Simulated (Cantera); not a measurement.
# SiH₄ + N₂ + NH₃ (silicon nitride deposition)

Charge: 1 mol SiH₄, 22 mol N₂, 0.43 mol NH₃, held at 13.3 mbar.

Equilibrium computed with Cantera from the NASA thermochemical tables; the gas is ideal and each condensed phase is pure. Candidate condensed phases: Si, Si₃N₄; 18 gas species. The tables' values for SiN are old estimates; treat these amounts as uncertain. Gases not in the tables: Si₂H₆ and higher silanes. Equilibrium is a limit: real reactors are often held back by kinetics, nucleation or transport.

From 1198 K to 1798 K the condensed part is Si₃N₄(s). From 1898 K to 2098 K the condensed part is Si(l).

```
T (K)  log p N₂  log p H₂  log p Si  log p H  log p Si₂N  log p SiN  log p SiH  n Si₃N₄(s)  n Si(l)
-----  --------  --------  --------  -------  ----------  ---------  ---------  ----------  -------
1198      -1.93     -2.84      <-13    -8.14        <-13       <-13       <-13       0.333        0
1298      -1.93     -2.84    -13.32    -7.39        <-13     -13.75     -13.82       0.333        0
1398      -1.93     -2.84    -11.33    -6.74        <-13     -11.98     -12.05       0.333        0
1498      -1.93     -2.84     -9.61    -6.18      -11.89     -10.46     -10.52       0.333        0
1598      -1.93     -2.84     -8.10    -5.69       -9.98      -9.13      -9.18       0.333        0
1698      -1.93     -2.84     -6.78    -5.26       -8.30      -7.96      -8.01       0.333        0
1798      -1.93     -2.84     -5.61    -4.87       -6.81      -6.92      -6.97       0.331        0
1898      -1.92     -2.85     -4.91    -4.53       -6.18      -6.35      -6.40           0    0.972
1998      -1.93     -2.86     -4.37    -4.22       -5.80      -5.92      -5.97           0    0.908
2098      -1.93     -2.87     -3.88    -3.95       -5.45      -5.53      -5.58           0    0.720
```
log p: log10 of the partial pressure in bar; n: condensed amount in mol.
